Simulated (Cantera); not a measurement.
Charge: 1 mol SiHCl₃, 5.7 mol H₂, at 2325 K.

Cantera equilibrium calculation (NASA polynomials, part measured and part estimated; ideal gas, pure solids and liquids). Candidate condensed phases: Si; 19 gas species. Gases not in the tables: Si₂H₆ and higher silanes. Kinetics and transport are ignored.

Which condensed phases are stable at each of these points (P (Pa)): 100, 220, 460, 1000, 2200, 4600, 10000, 22000, 46000, 100000?


| P (Pa) | condensed phases | Si condensed (%) |
|---|---|---|
| 100 | gas only | 0.0 |
| 220 | gas only | 0.0 |
| 460 | gas only | 0.0 |
| 1000 | gas only | 0.0 |
| 2200 | gas only | 0.0 |
| 4600 | gas only | 0.0 |
| 10000 | Si(l) | 13.2 |
| 22000 | Si(l) | 19.6 |
| 46000 | Si(l) | 22.6 |
| 100000 | Si(l) | 24.2 |

From 0.00100 bar to 0.0460 bar nothing is condensed. From 0.100 bar to 1.00 bar the condensed part is Si(l).
